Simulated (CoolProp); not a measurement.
Properties of toluene along the isobar 4.46 MPa.

Model: reference Helmholtz-energy equation of state, Lemmon 2006, in CoolProp. It is a short technical equation, of lower accuracy than the large ones.

| T (K) | phase | Z | speed of sound (m/s) | Joule-Thomson coefficient (K/MPa) | expansivity (1/kK) | Prandtl number | fugacity coefficient |
|---|---|---|---|---|---|---|---|
| 241.8 | liquid | 0.2229 | 1576 | -0.5364 | 0.9958 | 14.5 | 2.535e-5 |
| 265.9 | liquid | 0.2077 | 1465 | -0.5092 | 1.014 | 10.2 | 0.0001552 |
| 290 | liquid | 0.1952 | 1360 | -0.4781 | 1.042 | 7.91 | 0.0006685 |
| 314.1 | liquid | 0.1849 | 1260 | -0.4443 | 1.079 | 6.55 | 0.002209 |
| 338.2 | liquid | 0.1763 | 1164 | -0.4081 | 1.127 | 5.68 | 0.005952 |
| 362.3 | liquid | 0.1693 | 1073 | -0.3691 | 1.189 | 5.10 | 0.01366 |
| 386.4 | liquid | 0.1635 | 983.4 | -0.3262 | 1.266 | 4.68 | 0.02756 |
| 410.5 | liquid | 0.1588 | 896.3 | -0.2775 | 1.365 | 4.37 | 0.05011 |
| 434.5 | liquid | 0.1553 | 810.5 | -0.2200 | 1.492 | 4.12 | 0.08348 |
| 458.6 | liquid | 0.1528 | 724.7 | -0.1478 | 1.663 | 3.90 | 0.1298 |
| 482.7 | liquid | 0.1515 | 638.0 | -0.05151 | 1.900 | 3.69 | 0.1899 |
| 506.8 | liquid | 0.1517 | 549.3 | 0.08807 | 2.252 | 3.48 | 0.2640 |
| 530.9 | liquid | 0.1538 | 456.7 | 0.3146 | 2.830 | 3.25 | 0.3508 |

Viscosity comes from a separate model (Avgeri 2015). Thermal conductivity comes from a separate model (Assael 2012).
